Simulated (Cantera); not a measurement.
A closed system holds: 1 mol SiH₂Cl₂, 0.033 mol HCl, 71 mol N₂, equilibrated at 0.00240 bar.

Method: chemical equilibrium by Gibbs-energy minimisation in Cantera with the NASA 1993 tables (ideal gas, pure condensed phases). Candidate condensed phases: NH₄Cl, Si, Si₃N₄; 28 gas species. N₂ is the only nitrogen source here; it is nearly inert below about 1500 K, so the nitride shown seldom forms there in practice. The tables' values for SiCl₃ are old estimates; treat these amounts as uncertain. Rates play no part. All values below are at 1298 K.

Base state: N₂ 0.973, HCl 0.0221, H₂ 0.00296, SiCl₂ 0.00152, SiCl₄ 0.000460, SiCl₃ 0.000342 (mole fractions); condensed: Si₃N₄(s).

Q: What changes in the equilibrium state with this change: N₂ from 71 to 39 mol?

A: 
```tsv
species	before	after
N₂	0.973	0.951
HCl	0.0221	0.0388
H₂	0.00296	0.00577
SiCl₂	0.00152	0.00242
SiCl₄	0.000460	0.00115
SiCl₃	0.000342	0.000684
Si₃N₄(s), mol	0.277	0.276
```

Q: What changes in the equilibrium state with this change: pressure from 0.00240 bar to 0.210 bar?

A: 
```tsv
species	before	after
N₂	0.973	0.973
HCl	0.0221	0.0216
H₂	0.00296	0.00327
SiCl₂	0.00152	6.60e-5
SiCl₄	0.000460	0.00150
SiHCl₃	2.78e-6	1.03e-5
SiCl₃	0.000342	0.000129
Si₃N₄(s), mol	0.277	0.292
```
